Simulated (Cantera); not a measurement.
An adiabatic, constant-volume homogeneous reactor starts with CH4 : H2 : O2 : N2 = 1 : 0.19 : 4.11 : 15.4 (molar parts), equivalence ratio 0.51, at 1675 K and 7500 Torr. Integrator tolerance rtol = 1e-08.

Computed with Cantera and GRI-Mech 3.0 (53 species, 325 reactions).

Question: What does this change do: pressure from 7500 Torr to 2330 Torr?

Answer: 
```json
[
 {"quantity": "time of steepest temperature rise", "before": "20.5 µs", "after": "53.3 µs"},
 {"quantity": "temperature at 0.400 s", "before": "2784 K", "after": "2734 K"},
 {"quantity": "equilibrium temperature", "before": "2784 K", "after": "2734 K"},
 {"quantity": "x(CH4) at 0.400 s", "before": "<1e-12 (gas-phase equilibrium <1e-12)", "after": "<1e-12 (gas-phase equilibrium <1e-12)"},
 {"quantity": "x(H2) at 0.400 s", "before": "0.00168 (gas-phase equilibrium 0.00168)", "after": "0.00243 (gas-phase equilibrium 0.00243)"},
 {"quantity": "x(O2) at 0.400 s", "before": "0.0845 (gas-phase equilibrium 0.0845)", "after": "0.0851 (gas-phase equilibrium 0.0851)"},
 {"quantity": "x(CO) at 0.400 s", "before": "0.00515 (gas-phase equilibrium 0.00515)", "after": "0.00712 (gas-phase equilibrium 0.00712)"},
 {"quantity": "x(C2H) at 0.400 s", "before": "<1e-12 (gas-phase equilibrium <1e-12)", "after": "<1e-12 (gas-phase equilibrium <1e-12)"},
 {"quantity": "x(C2H4) at 0.400 s", "before": "<1e-12 (gas-phase equilibrium <1e-12)", "after": "<1e-12 (gas-phase equilibrium <1e-12)"}
]
```
